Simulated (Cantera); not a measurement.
A closed system holds: 1 mol CS2, 9.2 mol H2, equilibrated at 525 °C and 89000 Pa.

Cantera equilibrium calculation (NASA polynomials, part measured and part estimated; ideal gas, pure solids and liquids). Candidate condensed phases: C, C6H6, C7H8, C8H18, S; 83 gas species. The numbers say what is thermodynamically allowed, not how fast it happens.

Base state: H2 0.634, H2S 0.244, CH4 0.122 (mole fractions); condensed: gas only.

Task: What changes in the equilibrium state with this change: 0.3 mol NH3 added?

Result: 
| species | before | after |
|---|---|---|
| H2 | 0.634 | 0.642 |
| H2S | 0.244 | 0.227 |
| CH4 | 0.122 | 0.114 |
| N2 | 0 | 0.0170 |
| NH3 | 0 | 0.000182 |
